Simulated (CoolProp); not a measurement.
Computed with CoolProp (reference Helmholtz-energy equation of state, McLinden 2015).

Task: Give the vapour pressure (bar), liquid density (kg/m³), enthalpy of vaporisation (kJ/kg), vapour Z of saturated the fluoroketone C6F12O (FK-5-1-12) at 23.25, 52.35 °C.

Result: 
| T (°C) | p (bar) | liquid density (kg/m³) | enthalpy of vaporisation (kJ/kg) | vapour Z |
|---|---|---|---|---|
| 23.25 | 0.375 | 1610 | 95.3 | 0.968 |
| 52.35 | 1.13 | 1520 | 87.0 | 0.930 |
